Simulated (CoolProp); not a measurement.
Properties of hydrogen chloride along the isotherm 67.65 °C (Tc = 51.5 °C, pc = 8.314 MPa, ω = 0.130).

Values from CoolProp's reference Helmholtz-energy equation of state, Thol 2018.

```
p (MPa)  phase       Z  cv (kJ/(kg K))  Joule-Thomson coefficient (K/MPa)  isothermal compressibility (1/MPa)
-------  -----  ------  --------------  ---------------------------------  ----------------------------------
0.0131     gas  0.9995          0.5713                              11.58                               76.37
0.0249     gas  0.9990          0.5716                              11.58                               40.20
0.0472     gas  0.9982             [?]                              11.58                               21.23
0.0896     gas  0.9965          0.5730                                [?]                               11.20
0.17       gas  0.9934          0.5748                              11.56                               5.922
0.322      gas  0.9874             [?]                                [?]                               3.145
0.61       gas  0.9761          0.5850                                [?]                               1.680
1.16       gas  0.9541          0.5985                              11.36                                 [?]
2.19       gas  0.9115          0.6261                              11.12                              0.5030
4.16       gas  0.8241             [?]                              10.57                                 [?]
```

Q: Some entries are withheld; supply them.

A: 
- 0.0472, cv (kJ/(kg K)): 0.5721
- 0.0896, Joule-Thomson coefficient (K/MPa): 11.57
- 0.322, cv (kJ/(kg K)): 0.5783
- 0.322, Joule-Thomson coefficient (K/MPa): 11.53
- 0.61, Joule-Thomson coefficient (K/MPa): 11.47
- 1.16, isothermal compressibility (1/MPa): 0.9045
- 4.16, cv (kJ/(kg K)): 0.6902
- 4.16, isothermal compressibility (1/MPa): 0.2973
